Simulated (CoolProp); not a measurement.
2000 sccm (0 °C, 1 atm) of nitrogen bubbles through liquid decamethylcyclopentasiloxane (D5) at 349.8 K and leaves saturated at a total pressure of 0.0137 MPa (ideal gas phase). Each further row changes one setting.

Values from CoolProp's reference Helmholtz-energy equation of state, Thol 2019.

| case | vapour pressure (kPa) | mole fraction of vapour | delivery (mg/min) | delivery (sccm) | change of delivery for a bath 1 K warmer (%) |
|---|---|---|---|---|---|
| as stated | 0.744 | ___ | ___ | 115 | ___ |
| bath temperature 354.8 K | 0.983 | ___ | ___ | 155 | 6.0 |
| total pressure 0.0274 MPa | 0.744 | 0.0272 | ___ | 55.8 | 6.0 |

Problem. Complete the blanks.

Solution. 
- as stated, mole fraction of vapour: 0.0543
- as stated, delivery (mg/min): 1900
- as stated, change of delivery for a bath 1 K warmer (%): 6.2
- bath temperature 354.8 K, mole fraction of vapour: 0.0717
- bath temperature 354.8 K, delivery (mg/min): 2560
- total pressure 0.0274 MPa, delivery (mg/min): 924
